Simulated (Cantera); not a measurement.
## Cu2O + H2 + N2 (hydrogen reduction and annealing atmospheres)

A closed system holds: 1 mol Cu2O, 13 mol H2, 16 mol N2, equilibrated at 727 °C and 38000 Pa.

Cantera equilibrium calculation (NASA polynomials, part measured and part estimated; ideal gas, pure solids and liquids). Candidate condensed phases: Cu, CuO, Cu(OH)2, Cu2O, H2O; 27 gas species. Rates play no part.

The x(N2) comes out as 0.552, the x(H2) is 0.414 and the x(H2O) comes out as 0.0345. The x(NH3) is 4.37e-5 and the n(Cu(s)) comes out as 2.00 mol. The gas amount is 29.00 mol. The log10 activity of Cu(OH)2(s) (absent) comes out as -12.72.
